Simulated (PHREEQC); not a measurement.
Ultrapure water in contact with air or piping (model solution)

Model water analysis in mg/kgw, 25 °C, pH 6.82, pe 0.7: Na 0.133; K 0.487; Ca 0.107; Mg 0.00602; Cl 0.288; S(6) as SO4 0.309; Alkalinity as HCO3 0.551; Zn 0.0013; Mn(2) 0.00018; Si as SiO2 0.014; Fe(2) 0.0141.

Valence states are taken as typed.

Computed with PHREEQC (ion-association model, phreeqc.dat).

```yaml
ionic_strength: 3.07e-5 mol/kgw
charge_balance_error: 2.1 %
```

| species | molality | activity | log γ |
|---|---|---|---|
| K+ | 1.24e-5 | 1.24e-5 | -0.003 |
| HCO3- | 9.11e-6 | 9.05e-6 | -0.003 |
| Cl- | 8.12e-6 | 8.07e-6 | -0.003 |
| Na+ | 5.78e-6 | 5.75e-6 | -0.003 |
| SO4-2 | 3.21e-6 | 3.13e-6 | -0.011 |
| CO2 | 3.08e-6 | 3.08e-6 | 0.000 |
| Ca+2 | 2.67e-6 | 2.60e-6 | -0.011 |
| Fe+2 | 2.52e-7 | 2.45e-7 | -0.011 |
| Mg+2 | 2.47e-7 | 2.41e-7 | -0.011 |
| H4SiO4 | 2.33e-7 | 2.33e-7 | 0.000 |
| H+ | 1.52e-7 | 1.51e-7 | -0.003 |
| OH- | 6.73e-8 | 6.69e-8 | -0.003 |
| Zn+2 | 1.97e-8 | 1.92e-8 | -0.011 |
| Mn+2 | 3.27e-9 | 3.19e-9 | -0.011 |
| CO3-2 | 2.88e-9 | 2.80e-9 | -0.011 |

This is a speciation only: nothing precipitates in the calculation. Complexes and solids missing from the database can't appear.
